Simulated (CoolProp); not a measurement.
Properties of carbon dioxide along the isotherm 73.35 °C (Tc = 31.0 °C, pc = 7.377 MPa, ω = 0.224).

Computed with CoolProp (reference Helmholtz-energy equation of state, Span 1996).

```json
[
 {"p (MPa)": "2.31", "phase": "gas", "cp (kJ/(kg K))": "1.003", "cv (kJ/(kg K))": "0.7347", "expansivity (1/kK)": "3.708", "viscosity (µPa s)": "17.6"},
 {"p (MPa)": "4.61", "phase": "gas", "cp (kJ/(kg K))": "1.165", "cv (kJ/(kg K))": "0.7712", "expansivity (1/kK)": "4.929", "viscosity (µPa s)": "18.2"},
 {"p (MPa)": "6.92", "phase": "gas", "cp (kJ/(kg K))": "1.424", "cv (kJ/(kg K))": "0.8137", "expansivity (1/kK)": "6.874", "viscosity (µPa s)": "19.3"},
 {"p (MPa)": "9.22", "phase": "supercritical", "cp (kJ/(kg K))": "1.861", "cv (kJ/(kg K))": "0.8624", "expansivity (1/kK)": "10.10", "viscosity (µPa s)": "21.2"},
 {"p (MPa)": "11.5", "phase": "supercritical", "cp (kJ/(kg K))": "2.568", "cv (kJ/(kg K))": "0.9120", "expansivity (1/kK)": "14.98", "viscosity (µPa s)": "24.8"},
 {"p (MPa)": "13.8", "phase": "supercritical", "cp (kJ/(kg K))": "3.209", "cv (kJ/(kg K))": "0.9415", "expansivity (1/kK)": "18.25", "viscosity (µPa s)": "31.1"},
 {"p (MPa)": "16.1", "phase": "supercritical", "cp (kJ/(kg K))": "3.138", "cv (kJ/(kg K))": "0.9398", "expansivity (1/kK)": "15.72", "viscosity (µPa s)": "38.9"},
 {"p (MPa)": "18.4", "phase": "supercritical", "cp (kJ/(kg K))": "2.811", "cv (kJ/(kg K))": "0.9292", "expansivity (1/kK)": "12.14", "viscosity (µPa s)": "45.9"},
 {"p (MPa)": "20.7", "phase": "supercritical", "cp (kJ/(kg K))": "2.547", "cv (kJ/(kg K))": "0.9201", "expansivity (1/kK)": "9.657", "viscosity (µPa s)": "51.7"},
 {"p (MPa)": "23.1", "phase": "supercritical", "cp (kJ/(kg K))": "2.354", "cv (kJ/(kg K))": "0.9136", "expansivity (1/kK)": "7.976", "viscosity (µPa s)": "56.9"},
 {"p (MPa)": "25.4", "phase": "supercritical", "cp (kJ/(kg K))": "2.222", "cv (kJ/(kg K))": "0.9096", "expansivity (1/kK)": "6.874", "viscosity (µPa s)": "61.2"},
 {"p (MPa)": "27.7", "phase": "supercritical", "cp (kJ/(kg K))": "2.123", "cv (kJ/(kg K))": "0.9071", "expansivity (1/kK)": "6.074", "viscosity (µPa s)": "65.0"},
 {"p (MPa)": "30", "phase": "supercritical", "cp (kJ/(kg K))": "2.046", "cv (kJ/(kg K))": "0.9055", "expansivity (1/kK)": "5.470", "viscosity (µPa s)": "68.5"},
 {"p (MPa)": "32.3", "phase": "supercritical", "cp (kJ/(kg K))": "1.986", "cv (kJ/(kg K))": "0.9046", "expansivity (1/kK)": "4.998", "viscosity (µPa s)": "71.8"},
 {"p (MPa)": "34.6", "phase": "supercritical", "cp (kJ/(kg K))": "1.936", "cv (kJ/(kg K))": "0.9041", "expansivity (1/kK)": "4.620", "viscosity (µPa s)": "74.8"},
 {"p (MPa)": "36.9", "phase": "supercritical", "cp (kJ/(kg K))": "1.895", "cv (kJ/(kg K))": "0.9040", "expansivity (1/kK)": "4.309", "viscosity (µPa s)": "77.7"}
]
```

The peak of cp marks the crossing from liquid-like to gas-like fluid above the critical point.

Viscosity comes from a separate model (Laesecke 2017).
